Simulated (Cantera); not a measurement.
A Cantera script and its output.

```python
import numpy as np
import cantera as ct

gas = ct.Solution("gri30.yaml")
gas.TPX = 1048, 800000, {'CO': 0.0019, 'O2': 0.013, 'H2O': 0.00025, 'N2': 1}
reactor = ct.IdealGasConstPressureReactor(gas, energy="off", clone=False)
net = ct.ReactorNet([reactor])
net.rtol, net.atol = 1e-08, 1e-18
show = ['CO', 'O2', 'H2O', 'H2O2', 'H', 'NO2', 'CO2']
times = np.geomspace(3e-06, 70, 11)

steps = ct.SolutionArray(gas, extra=["t"])
rows = []
print(f"{'t/s':>10s}{'T/K':>9s}{'P/Pa':>11s}" + "".join(f"{s:>11s}" for s in show))
for t in times:
    while net.time < t:
        t_next = net.step()
        steps.append(gas.state, t=t_next)
    rows.append([np.interp(t, steps.t, y) for y in (steps.T, steps.P, *steps(*show).X.T)])
    print(f"{t:10.3e}{rows[-1][0]:9.1f}{rows[-1][1]:11.4g}" + "".join(f"{x:11.3e}" for x in rows[-1][2:]))
rate = np.gradient(steps.T, steps.t)
print("integrator steps:", len(steps.t))
if steps.T.max() > steps.T[0] + 200:
    print(f"time of steepest temperature rise: {steps.t[rate.argmax()]:.4e} s")
gas.TPX = 1048, 800000, {'CO': 0.0019, 'O2': 0.013, 'H2O': 0.00025, 'N2': 1}
gas.equilibrate("TP")
print(f"equilibrium (TP): T = {gas.T:.1f} K  " + "  ".join(f"{s} {gas[s].X[0]:.3e}" for s in show))
```

It prints:

```
       t/s      T/K       P/Pa         CO         O2        H2O       H2O2          H        NO2        CO2
 3.000e-06   1048.0      8e+05  1.872e-03  1.281e-02  2.463e-04  1.553e-23  3.200e-17  2.512e-33  1.779e-12
 1.637e-05   1048.0      8e+05  1.872e-03  1.281e-02  2.463e-04  6.738e-22  9.196e-16  8.266e-31  9.750e-12
 8.927e-05   1048.0      8e+05  1.872e-03  1.281e-02  2.463e-04  1.562e-19  1.509e-14  5.088e-28  5.481e-11
 4.870e-04   1048.0      8e+05  1.872e-03  1.281e-02  2.463e-04  3.640e-17  1.042e-13  4.002e-25  3.469e-10
 2.657e-03   1048.0      8e+05  1.872e-03  1.281e-02  2.463e-04  5.166e-15  4.516e-13  2.947e-22  2.845e-09
 1.449e-02   1048.0      8e+05  1.872e-03  1.281e-02  2.463e-04  4.551e-13  1.977e-12  1.813e-19  2.902e-08
 7.905e-02   1048.0      8e+05  1.871e-03  1.281e-02  2.463e-04  4.307e-11  1.670e-11  3.296e-16  6.403e-07
 4.312e-01   1048.0      8e+05  1.825e-03  1.278e-02  2.461e-04  5.514e-09  2.228e-10  3.525e-12  4.663e-05
 2.352e+00   1048.0      8e+05  1.457e-03  1.260e-02  2.460e-04  5.378e-09  1.915e-10  2.837e-10  4.154e-04
 1.283e+01   1048.0      8e+05  4.773e-04  1.212e-02  2.463e-04  2.544e-09  6.696e-11  5.173e-09  1.396e-03
 7.000e+01   1048.0      8e+05  4.996e-06  1.188e-02  2.465e-04  2.549e-11  1.824e-12  1.517e-08  1.868e-03
integrator steps: 894
equilibrium (TP): T = 1048.0 K  CO 1.766e-12  O2 1.187e-02  H2O 2.465e-04  H2O2 3.847e-13  H 1.444e-15  NO2 3.630e-07  CO2 1.873e-03
```

Model: GRI-Mech 3.0 (53 species, 325 reactions), integrated in Cantera.
